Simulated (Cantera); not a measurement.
Input: 1 mol Si, 0.96 mol Cl₂, 16 mol H₂, equilibrated at 250000 Pa.

Method: chemical equilibrium by Gibbs-energy minimisation in Cantera with the NASA 1993 tables (ideal gas, pure condensed phases). Candidate condensed phases: Si; 19 gas species. The tables' values for SiCl₃ are old estimates; treat these amounts as uncertain. Equilibrium is a limit: real reactors are often held back by kinetics, nucleation or transport.

Problem. At 1173 K, list the 5 most abundant gas species with their mole fractions, and the condensed phases.

Solution. H₂ 0.951, HCl 0.0191, SiHCl₃ 0.0137, SiCl₄ 0.0118, SiH₂Cl₂ 0.00203. Condensed: Si(s).
